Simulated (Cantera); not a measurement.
Input (Python, Cantera) and output of one run.

```python
import numpy as np
import cantera as ct

gas_names = """
    H2O O3 H2O2
""".split()
cond_names = """
    CuO2H2(s) Cu2O(s) Cu2O(L) Cu(cr) Cu(L)
""".split()


def load(file, names, dense=False):
    # The tables refer to 1 bar. Condensed volumes are neglected.
    table = {s.name: s for s in ct.Species.list_from_file(file)}
    out = []
    for n in names:
        d = dict(table[n].input_data)
        d["thermo"] = dict(d["thermo"], **{"reference-pressure": 1e5})
        if dense:
            d["equation-of-state"] = {"model": "constant-volume", "density": "1e6 g/cm^3"}
        out.append(ct.Species.from_dict(d))
    return out


species = {s.name: s for s in load("nasa_gas.yaml", gas_names) + load("nasa_condensed.yaml", cond_names)}
# Each term lists the table entries of one substance; the one whose range holds T is used.
reactions = {
    '6 Cu(OH)2 = 6 H2O(g) + O3(g) + 3 Cu2O':
        [(-6, ['CuO2H2(s)']), (6, ['H2O']), (1, ['O3']), (3, ['Cu2O(s)', 'Cu2O(L)'])],
    '2 Cu + H2O2(g) = H2O(g) + Cu2O':
        [(-2, ['Cu(cr)', 'Cu(L)']), (-1, ['H2O2']), (1, ['H2O']), (1, ['Cu2O(s)', 'Cu2O(L)'])],
}


def pick(names, T):
    return next(species[n] for n in names if species[n].thermo.min_temp <= T <= species[n].thermo.max_temp)


results = []
for label, terms in reactions.items():
    print(label)
    print("     T/K   dH/kJ  dS/(J/K)   dG/kJ   log10 K")
    for T in [500, 600, 700, 800, 900, 1000, 1100, 1200, 1300, 1400, 1500]:
        used = [(nu, pick(names, T)) for nu, names in terms]
        dH = sum(nu * s.thermo.h(T) for nu, s in used) / 1e6
        dS = sum(nu * s.thermo.s(T) for nu, s in used) / 1e3
        dG = dH - T * dS / 1e3
        logK = -dG * 1e6 / (ct.gas_constant * T * np.log(10))
        results.append((label, T, dH, dS, dG, logK, [s.name for _, s in used]))
        print(f"{T:8g} {dH:8.1f} {dS:8.1f} {dG:8.1f} {logK:8.2f}")
```

Result:

```
6 Cu(OH)2 = 6 H2O(g) + O3(g) + 3 Cu2O
     T/K   dH/kJ  dS/(J/K)   dG/kJ   log10 K
     500    851.7    924.0    389.7   -40.71
     600    836.1    895.7    298.7   -26.01
     700    819.7    870.4    210.4   -15.70
     800    802.6    847.6    124.6    -8.13
     900    785.1    827.0     40.9    -2.37
    1000    767.8    808.7    -40.9     2.14
    1100    751.1    792.8   -121.0     5.74
    1200    735.4    779.1   -199.5     8.69
    1300    721.0    767.5   -276.8    11.12
    1400    708.1    758.0   -353.1    13.17
    1500    697.0    750.4   -428.5    14.92
2 Cu + H2O2(g) = H2O(g) + Cu2O
     T/K   dH/kJ  dS/(J/K)   dG/kJ   log10 K
     500   -275.3    -17.2   -266.7    27.86
     600   -274.9    -16.5   -265.0    23.07
     700   -274.6    -16.0   -263.4    19.65
     800   -274.3    -15.6   -261.8    17.09
     900   -274.0    -15.3   -260.2    15.10
    1000   -273.7    -15.0   -258.7    13.51
    1100   -273.4    -14.7   -257.3    12.22
    1200   -273.1    -14.4   -255.8    11.13
    1300   -272.8    -14.2   -254.4    10.22
    1400   -298.7    -33.2   -252.1     9.41
    1500   -298.0    -32.8   -248.8     8.67
```

Standard-state values (1 bar) from the NASA 1993 polynomials, evaluated with Cantera. Condensed species are held in their standard states even where they would react or evaporate.
